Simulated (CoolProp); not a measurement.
Vapour-liquid equilibrium of ethanol (1) + n-decane (2) at 466.6 K; x and y are mole fractions of (1).

The numbers come from the multi-fluid Helmholtz-energy mixture model, Schroeder 2014 and Lemmon 2006; pair parameters Bell 2016 in CoolProp.

| x | bubble pressure, mixture model (kPa) | bubble pressure, Raoult's law (kPa) | y, mixture model | y, Raoult's law |
|---|---|---|---|---|
| 0.05 | 468.0 | 284.5 | 0.636 | 0.460 |
| 0.125 | … | 468.8 | 0.783 | 0.698 |
| 0.2 | 1083 | 653.1 | 0.830 | 0.802 |
| 0.275 | 1273 | 837.4 | 0.854 | 0.860 |
| 0.35 | 1419 | 1022 | 0.868 | 0.897 |
| 0.425 | 1539 | 1206 | 0.880 | 0.923 |
| 0.5 | … | 1390 | … | 0.942 |
| 0.575 | 1759 | 1575 | 0.900 | 0.956 |
| 0.65 | 1876 | 1759 | 0.912 | 0.968 |
| 0.725 | 2006 | 1943 | 0.926 | 0.977 |
| 0.8 | 2151 | 2128 | 0.942 | 0.985 |
| 0.875 | 2313 | 2312 | … | 0.991 |
| 0.95 | 2492 | 2496 | 0.984 | 0.997 |

Q: What belongs in the gaps?

A: 
- 0.125, bubble pressure, mixture model (kPa): 824.5
- 0.5, bubble pressure, mixture model (kPa): 1649
- 0.5, y, mixture model: 0.890
- 0.875, y, mixture model: 0.961

The largest gap from Raoult's law is +75.9 % in bubble pressure, at x = 0.125. No azeotrope shows between x = 0.05 and 0.95.

Pair parameters are fitted to limited data, so mixtures are less certain than the pure fluids. With so large a gap from Raoult's law the liquid may split in two, which this calculation doesn't test in full.
